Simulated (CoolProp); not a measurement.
Vapour-liquid equilibrium of C2F6 (R116) (1) + R22 (2) at -8.95 °C; x and y are mole fractions of (1).

Model: multi-fluid Helmholtz-energy mixture model, Lemmon 2006 and Kamei 1995; pair parameters Bell 2016, in CoolProp.

```csv
x,"bubble pressure, mixture model (bar)","bubble pressure, Raoult's law (bar)","y, mixture model","y, Raoult's law"
0.05,5.665,4.220,0.351,0.171
0.15,8.366,5.297,0.570,0.409
0.25,9.964,6.374,0.650,0.567
0.35,10.97,7.452,0.693,0.679
0.45,11.70,8.529,0.725,0.763
0.55,12.32,9.606,0.755,0.828
0.65,12.90,10.68,0.790,0.879
0.75,13.46,11.76,0.832,0.922
0.85,13.96,12.84,0.886,0.957
0.95,14.34,13.92,0.956,0.987
```

The largest gap from Raoult's law is +57.9 % in bubble pressure, at x = 0.15. No azeotrope shows between x = 0.05 and 0.95.

The pair parameters rest on a limited set of measurements; away from them the model extrapolates. With so large a gap from Raoult's law the liquid may split in two, which this calculation doesn't test in full.
